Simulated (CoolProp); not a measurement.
Saturation properties of n-decane (Tc = 617.7 K, pc = 21.01 bar, ω = 0.488).

Model: reference Helmholtz-energy equation of state, Lemmon 2006, in CoolProp. It is a short technical equation, of lower accuracy than the large ones.

```tsv
T (K)	p (bar)	enthalpy of vaporisation (kJ/kg)	liquid cp (kJ/(kg K))	liquid viscosity (µPa s)	vapour viscosity (µPa s)
426.1	0.5724	289.6	2.719	236	7.37
440.6	0.8525	280.7	2.783	212	…
455.1	1.231	271.3	2.847	192	7.84
469.6	…	261.3	2.912	173	8.08
484.1	…	…	2.979	157	8.33
498.6	3.190	239.5	3.050	142	8.60
513.1	4.205	227.3	3.124	128	8.90
527.6	5.450	214.0	3.206	115	9.24
542.1	6.959	199.2	3.299	103	…
556.6	8.770	182.3	3.412	92.1	10.2
571.1	10.93	162.7	3.566	80.9	10.9
585.6	13.49	…	3.815	…	12.1
600.1	16.52	106.5	4.406	57.5	14.2
```

Q: Fill in the missing entries.

A: 
- 440.6, vapour viscosity (µPa s): 7.60
- 469.6, p (bar): 1.731
- 484.1, p (bar): 2.375
- 484.1, enthalpy of vaporisation (kJ/kg): 250.8
- 542.1, vapour viscosity (µPa s): 9.66
- 585.6, enthalpy of vaporisation (kJ/kg): 138.7
- 585.6, liquid viscosity (µPa s): 69.7

It boils at 447.3 K under 1 atm.

Viscosity comes from a separate model (Huber 2004).
